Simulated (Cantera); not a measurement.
Cantera run:

```python
import numpy as np
import cantera as ct

gas_names = """
    VO2 N2 N2O
""".split()
cond_names = """
    V(cr) V(L)
""".split()


# ... load() reads the species with a 1 bar reference pressure and builds the phases ...
species = {s.name: s for s in load("nasa_gas.yaml", gas_names) + load("nasa_condensed.yaml", cond_names)}
# Each term lists the table entries of one substance; the one whose range holds T is used.
reactions = {
    'VO2(g) + 2 N2(g) = V + 2 N2O(g)':
        [(-1, ['VO2']), (-2, ['N2']), (1, ['V(cr)', 'V(L)']), (2, ['N2O'])],
}


def pick(names, T):
    return next(species[n] for n in names if species[n].thermo.min_temp <= T <= species[n].thermo.max_temp)


results = []
for label, terms in reactions.items():
    print(label)
    print("     T/K   dH/kJ  dS/(J/K)   dG/kJ   log10 K")
    for T in [598, 648, 698, 748, 798]:
        used = [(nu, pick(names, T)) for nu, names in terms]
        dH = sum(nu * s.thermo.h(T) for nu, s in used) / 1e6
        dS = sum(nu * s.thermo.s(T) for nu, s in used) / 1e3
        dG = dH - T * dS / 1e3
        logK = -dG * 1e6 / (ct.gas_constant * T * np.log(10))
        results.append((label, T, dH, dS, dG, logK, [s.name for _, s in used]))
        print(f"{T:8g} {dH:8.1f} {dS:8.1f} {dG:8.1f} {logK:8.2f}")
```

It prints:

```
VO2(g) + 2 N2(g) = V + 2 N2O(g)
     T/K   dH/kJ  dS/(J/K)   dG/kJ   log10 K
     598    397.9   -175.1    502.7   -43.91
     648    398.6   -174.1    511.4   -41.22
     698    399.2   -173.1    520.1   -38.92
     748    400.0   -172.1    528.7   -36.92
     798    400.7   -171.1    537.3   -35.17
```

Cantera with NASA thermochemical tables; ideal gases at 1 bar, condensed phases pure. Condensed species are held in their standard states even where they would react or evaporate.
